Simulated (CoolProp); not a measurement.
A closed Brayton cycle with carbon dioxide: compressor inlet 315.15 K and 9.2 MPa, high pressure 26.1 MPa, turbine inlet 655 K, compressor efficiency 0.8, turbine efficiency 0.93, recuperator effectiveness 0.9 (on enthalpy, no pinch check). Each further row changes one setting.

Values from CoolProp's reference Helmholtz-energy equation of state, Span 1996.

```csv
case,thermal efficiency (%),net work (kJ/kg),compressor to turbine work,compressor exit (K),turbine exit (K)
as stated,28.6,68.5,0.36,369.7,541.8
turbine inlet 605 K,(withheld),(withheld),(withheld),369.7,(withheld)
compressor inlet 325.15 K,25.6,(withheld),(withheld),406.4,541.8
high pressure 22.2 MPa,27.7,(withheld),0.33,(withheld),559.0
recuperator effectiveness 0.5,21.2,68.5,0.36,369.7,541.8
```

Task: Some entries are withheld; supply them.

Result: 
- turbine inlet 605 K, thermal efficiency (%): 25.8
- turbine inlet 605 K, net work (kJ/kg): 57.5
- turbine inlet 605 K, compressor to turbine work: 0.40
- turbine inlet 605 K, turbine exit (K): 496.2
- compressor inlet 325.15 K, net work (kJ/kg): 53.4
- compressor inlet 325.15 K, compressor to turbine work: 0.50
- high pressure 22.2 MPa, net work (kJ/kg): 61.5
- high pressure 22.2 MPa, compressor exit (K): 360.7
